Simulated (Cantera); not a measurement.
Feed: 1 mol Fe, 0.079 mol Cl₂, 0.093 mol H₂, held at 0.0910 bar.

Method: chemical equilibrium by Gibbs-energy minimisation in Cantera with the NASA 1993 tables (ideal gas, pure condensed phases). Candidate condensed phases: Fe, FeCl₂, FeCl₃; 11 gas species. Rates play no part. All values below are at 873 K.

Base state: H₂ 0.686, HCl 0.301, FeCl₂ 0.0111, Fe₂Cl₄ 0.00158 (mole fractions); condensed: Fe(α) + FeCl₂(s).

Question: What changes in the equilibrium state with this change: H₂ from 0.093 to 5.7 mol?

Answer: 
| species | before | after |
|---|---|---|
| H₂ | 0.686 | 0.973 |
| HCl | 0.301 | 0.0272 |
| FeCl₂ | 0.0111 | 6.42e-5 |
| Fe₂Cl₄ | 0.00158 | 5.26e-8 |
| Fe(α), mol | 0.938 | 1.000 |
| FeCl₂(s), mol | 0.0607 | 0 |
